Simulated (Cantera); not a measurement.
An adiabatic, constant-pressure homogeneous reactor starts with C3H8 : O2 : N2 = 1 : 4.55 : 17.1 (molar parts), at 1148 K and 7500 Torr. Integrator tolerance rtol = 1e-08.

Computed with Cantera and GRI-Mech 3.0 (53 species, 325 reactions). GRI-Mech 3.0 was tuned for natural gas; its chemistry of propane as a main component is partial and can be far from experiment.

Question: What does this change do: pressure from 7500 Torr to 4950 Torr?

Answer: 
| quantity | before | after |
|---|---|---|
| time of steepest temperature rise | 4.42 ms | 6.10 ms |
| temperature at 0.300 s | 2778 K | 2757 K |
| equilibrium temperature | 2778 K | 2757 K |
| x(C3H8) at 0.300 s | <1e-12 (gas-phase equilibrium <1e-12) | <1e-12 (gas-phase equilibrium <1e-12) |
| x(O2) at 0.300 s | 0.00562 (gas-phase equilibrium 0.00562) | 0.00638 (gas-phase equilibrium 0.00638) |
| x(CH2CO) at 0.300 s | <1e-12 (gas-phase equilibrium <1e-12) | <1e-12 (gas-phase equilibrium <1e-12) |
| x(C2H2) at 0.300 s | <1e-12 (gas-phase equilibrium <1e-12) | <1e-12 (gas-phase equilibrium <1e-12) |
| x(CH2) at 0.300 s | <1e-12 (gas-phase equilibrium <1e-12) | <1e-12 (gas-phase equilibrium <1e-12) |
